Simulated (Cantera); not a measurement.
Charge: 1 mol Cu2O, 1.4 mol CH4, 3 mol CO, held at 1773.15 K.

Method: chemical equilibrium by Gibbs-energy minimisation in Cantera with the NASA 1993 tables (ideal gas, pure condensed phases). Candidate condensed phases: C, C6H6, C7H8, C8H18, Cu, CuO, Cu(OH)2, Cu2O, H2O; 113 gas species. Rates play no part.

x: gas mole fraction; n: condensed amount in mol.

| P (Pa) | x CO | x H2 | x Cu | x H | x CH4 | n C(graphite) | n Cu(l) |
|---|---|---|---|---|---|---|---|
| 10 | 0.451 | 0.308 | 0.225 | 0.0158 | ___ | 0.399 | 0 |
| 52 | 0.453 | 0.314 | 0.226 | 0.00699 | ___ | 0.399 | 0 |
| 270 | 0.501 | 0.349 | 0.146 | 0.00324 | ___ | 0.399 | 0.828 |
| 1400 | 0.571 | 0.399 | 0.0282 | 0.00152 | ___ | 0.399 | 1.80 |
| 7200 | 0.585 | 0.409 | 0.00549 | 0.000679 | ___ | 0.399 | 1.96 |
| 37000 | 0.588 | 0.411 | 0.00107 | 0.000300 | ___ | 0.399 | 1.99 |
| 190000 | 0.588 | 0.411 | 0.000208 | 0.000132 | ___ | 0.399 | 2.00 |
| 1000000 | 0.588 | 0.409 | 3.95e-5 | 5.76e-5 | ___ | 0.397 | 2.00 |

Task: Some entries are withheld; supply them.

Result: 
- 10, x CH4: 7.98e-9
- 52, x CH4: 4.31e-8
- 270, x CH4: 2.77e-7
- 1400, x CH4: 1.88e-6
- 7200, x CH4: 1.01e-5
- 37000, x CH4: 5.26e-5
- 190000, x CH4: 0.000270
- 1000000, x CH4: 0.00141
